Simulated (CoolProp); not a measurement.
Values from CoolProp's reference Helmholtz-energy equation of state, Span 2000.

Question: Give the vapour pressure (MPa), liquid density (kg/m³), vapour density (kg/m³), liquid viscosity (µPa s) of saturated nitrogen at -162.05, -159.25 °C.

Answer: 
| T (°C) | p (MPa) | liquid density (kg/m³) | vapour density (kg/m³) | liquid viscosity (µPa s) |
|---|---|---|---|---|
| -162.05 | 1.56 | 613 | 67.3 | 54.0 |
| -159.25 | 1.83 | 589 | 81.0 | 49.2 |

Viscosity comes from a separate model (Lemmon 2004).
